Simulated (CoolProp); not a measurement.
The fluoroketone C6F12O (FK-5-1-12) along the isotherm 35.65 °C: density (kg/m³) from the reference equation and from simpler models built on Tc = 168.7 °C, pc = 1.869 MPa, ω = 0.471; each cubic takes its own stable root.

Values from CoolProp's reference Helmholtz-energy equation of state, McLinden 2015.

```json
[
 {"p (MPa)": "0.125", "phase": "liquid", "reference": "1570"},
 {"p (MPa)": "0.187", "phase": "liquid", "reference": "1570"},
 {"p (MPa)": "0.249", "phase": "liquid", "reference": "1571"},
 {"p (MPa)": "0.312", "phase": "liquid", "reference": "1571"},
 {"p (MPa)": "0.374", "phase": "liquid", "reference": "1571"},
 {"p (MPa)": "0.436", "phase": "liquid", "reference": "1572"},
 {"p (MPa)": "0.498", "phase": "liquid", "reference": "1572"},
 {"p (MPa)": "0.561", "phase": "liquid", "reference": "1572"},
 {"p (MPa)": "0.623", "phase": "liquid", "reference": "1573"},
 {"p (MPa)": "0.685", "phase": "liquid", "reference": "1573"},
 {"p (MPa)": "0.748", "phase": "liquid", "reference": "1573"},
 {"p (MPa)": "0.81", "phase": "liquid", "reference": "1574"},
 {"p (MPa)": "0.872", "phase": "liquid", "reference": "1574"},
 {"p (MPa)": "0.935", "phase": "liquid", "reference": "1574"}
]
```

### Question
How far does each simpler model (Redlich-Kwong, Soave-Redlich-Kwong, Peng-Robinson) lie from the reference over these 14 states: mean and median of the absolute difference, and the worst?

### Answer
- Redlich-Kwong: mean 20.8 %, median 14.9 %, worst -99.0 % at 35.65 °C and 0.125 MPa
- Soave-Redlich-Kwong: mean 8.6 %, median 8.6 %, worst -8.7 % at 35.65 °C and 0.125 MPa
- Peng-Robinson: mean 3.4 %, median 3.4 %, worst +3.5 % at 35.65 °C and 0.935 MPa

At some of these states Redlich-Kwong gives the other phase, because its saturation line lies elsewhere.
